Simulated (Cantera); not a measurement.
Input: 1 mol SO2, held at 3275 K and 310 Pa.

Method: chemical equilibrium by Gibbs-energy minimisation in Cantera with the NASA 1993 tables (ideal gas, pure condensed phases). Candidate condensed phases: S; 10 gas species. Rates play no part.

Base state: O 0.622, S 0.294, SO 0.0633, O2 0.0166, SO2 0.00263, S2 0.000959 (mole fractions); condensed: gas only.

Q: What changes in the equilibrium state with this change: temperature from 3275 K to 2323.15 K?

A: 
| species | before | after |
|---|---|---|
| SO2 | 0.00263 | 0.803 |
| SO | 0.0633 | 0.117 |
| O2 | 0.0166 | 0.0519 |
| O | 0.622 | 0.0232 |
| S | 0.294 | 0.00467 |
| SO3 | 1.25e-8 | 2.63e-5 |
| S2 | 0.000959 | 0.000175 |
| S2O | 2.66e-6 | 1.42e-5 |

Q: What changes in the equilibrium state with this change: pressure from 310 Pa to 100000 Pa?

A: 
```json
[
 {"species": "SO2", "before": "0.00263", "after": "0.507"},
 {"species": "SO", "before": "0.0633", "after": "0.259"},
 {"species": "O2", "before": "0.0166", "after": "0.114"},
 {"species": "O", "before": "0.622", "after": "0.0909"},
 {"species": "S", "before": "0.294", "after": "0.0255"},
 {"species": "SO3", "before": "1.25e-8", "after": "0.000113"},
 {"species": "S2O", "before": "2.66e-6", "after": "0.000304"}
]
```

Q: What changes in the equilibrium state with this change: pressure from 310 Pa to 1330 Pa?

A: 
```tsv
species	before	after
O	0.622	0.525
S	0.294	0.222
SO	0.0633	0.173
SO2	0.00263	0.0262
O2	0.0166	0.0509
S2O	2.66e-6	2.36e-5
S2	0.000959	0.00235
```
